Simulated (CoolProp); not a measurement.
Methane along the isobar 9.27 bar: fugacity coefficient from the reference equation and from simpler models built on Tc = 190.6 K, pc = 45.99 bar, ω = 0.011; each cubic takes its own stable root.

Computed with CoolProp (reference Helmholtz-energy equation of state, Setzmann 1991).

```
T (K)   phase  reference
-----  ------  ---------
103.9  liquid    0.05565
127.4  liquid     0.3207
151       gas     0.8683
174.6     gas     0.9139
198.1     gas     0.9406
221.7     gas     0.9577
245.3     gas     0.9692
268.8     gas     0.9772
292.4     gas     0.9830
316       gas     0.9872
339.5     gas     0.9905
```

**Question.** How far does each simpler model (van der Waals, Redlich-Kwong, Soave-Redlich-Kwong) lie from the reference over these 11 states: mean and median of the absolute difference, and the worst?

**Answer.** 
- van der Waals: mean 41.1 %, median 0.3 %, worst +328.6 % at 103.9 K and 9.27 bar
- Redlich-Kwong: mean 4.6 %, median 0.1 %, worst -36.5 % at 103.9 K and 9.27 bar
- Soave-Redlich-Kwong: mean 0.4 %, median 0.1 %, worst -3.9 % at 103.9 K and 9.27 bar
